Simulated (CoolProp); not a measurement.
Vapour-liquid equilibrium of n-hexane (1) + hexamethyldisiloxane (MM) (2) at 322.2 K; x and y are mole fractions of (1).

The numbers come from the multi-fluid Helmholtz-energy mixture model, Thol 2019 and Thol 2016; pair parameters Bell 2016 in CoolProp.

Question: Give the bubble pressure and the first vapour's composition at x = 0.15, 0.45, 0.55. Is there an azeotrope?

Answer: x = 0.15: 0.2130 bar, y = 0.322; x = 0.45: 0.3051 bar, y = 0.695; x = 0.55: 0.3401 bar, y = 0.780. No azeotrope shows between x = 0.05 and 0.95.

The pair parameters rest on a limited set of measurements; away from them the model extrapolates.
